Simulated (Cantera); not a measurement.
An isothermal, constant-pressure homogeneous reactor starts with H2 : O2 : N2 = 1.7 : 1 : 0.53 (molar parts), equivalence ratio 0.85, at 1350 K and 36000 Pa.

Model: GRI-Mech 3.0 (53 species, 325 reactions), integrated in Cantera. The temperature is held fixed by assumption; the heat of reaction is taken as removed at once.

x: mole fraction; the columns are a selection and need not sum to one.

| t (s) | x H2 | x O2 | x N2O | x HO2 | x NO | x H2O2 |
|---|---|---|---|---|---|---|
| 4.00e-5 | 0.0887 | 0.116 | 8.48e-9 | 7.21e-5 | 2.20e-6 | 7.73e-6 |
| 0.000139 | 0.0245 | 0.0728 | 2.30e-8 | 6.47e-5 | 8.20e-6 | 9.72e-6 |
| 0.000480 | 0.00259 | 0.0636 | 3.83e-8 | 2.90e-5 | 8.50e-6 | 3.19e-6 |
| 0.00167 | 0.000220 | 0.0629 | 4.63e-8 | 4.46e-6 | 8.48e-6 | 6.69e-7 |
| 0.00577 | (withheld) | 0.0630 | 4.87e-8 | (withheld) | 8.48e-6 | (withheld) |
| 0.0200 | 4.35e-6 | 0.0630 | 4.69e-8 | 1.25e-7 | 8.51e-6 | 3.55e-8 |
| 0.0693 | (withheld) | 0.0630 | (withheld) | (withheld) | 8.52e-6 | (withheld) |
| 0.240 | 9.82e-7 | 0.0630 | 1.56e-8 | 4.97e-8 | 8.52e-6 | 8.61e-9 |
| 0.833 | 9.74e-7 | 0.0630 | 3.64e-9 | 4.96e-8 | 8.52e-6 | 8.53e-9 |
| 2.89 | 9.74e-7 | 0.0630 | 3.27e-9 | 4.96e-8 | 8.52e-6 | 8.53e-9 |
| 10.0 | 9.74e-7 | 0.0630 | 3.27e-9 | 4.96e-8 | 8.52e-6 | 8.53e-9 |

Fill in the missing entries.


- 0.00577, x H2: 2.37e-5
- 0.00577, x HO2: 5.91e-7
- 0.00577, x H2O2: 1.40e-7
- 0.0693, x H2: 1.39e-6
- 0.0693, x N2O: 3.68e-8
- 0.0693, x HO2: 5.69e-8
- 0.0693, x H2O2: 1.24e-8
